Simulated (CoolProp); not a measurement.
Vapour-liquid equilibrium of propane (1) + isobutene (2) at 305.9 K; x and y are mole fractions of (1).

Model: multi-fluid Helmholtz-energy mixture model, Lemmon 2009 and Lemmon 2005; pair parameters Bell 2016, in CoolProp.

Problem. Give the bubble pressure and the first vapour's composition at x = 0.275, 0.35, 0.95. Is there an azeotrope?

Solution. x = 0.275: 0.6152 MPa, y = 0.504; x = 0.35: 0.6688 MPa, y = 0.579; x = 0.95: 1.112 MPa, y = 0.977. No azeotrope shows between x = 0.05 and 0.95.

The pair parameters rest on a limited set of measurements; away from them the model extrapolates. The gap from Raoult's law changes sign with composition, which may be real or a fault of the pair parameters; it wasn't checked against measurements.
